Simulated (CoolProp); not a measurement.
A single-stage vapour-compression cycle with R134a: evaporating at 216.15 K (dew point), condensing at 255.15 K (bubble point), superheat 5 K, subcooling 0 K, compressor efficiency 0.85, no pressure losses. Each further row changes one setting.

Values from CoolProp's reference Helmholtz-energy equation of state, Tillner-Roth 1994.

| case | cooling COP | pressure ratio | discharge temperature (K) | refrigerating effect (kJ/kg) | volumetric capacity (kJ/m³) |
|---|---|---|---|---|---|
| as stated | 4.05 | 7.50 | 286.4 | 190 | 206 |
| evaporating temperature 221.15 K | 4.86 | 5.52 | 281.8 | 194 | 279 |
| condensing temperature 250.15 K | 4.75 | 6.04 | 279.1 | 197 | 213 |
| subcooling 5 K | 4.19 | 7.50 | 286.4 | 197 | 213 |
| superheat 15 K | 4.02 | 7.50 | 297.3 | 198 | 204 |
| compressor efficiency 0.75 | 3.58 | 7.50 | 293.8 | 190 | 206 |
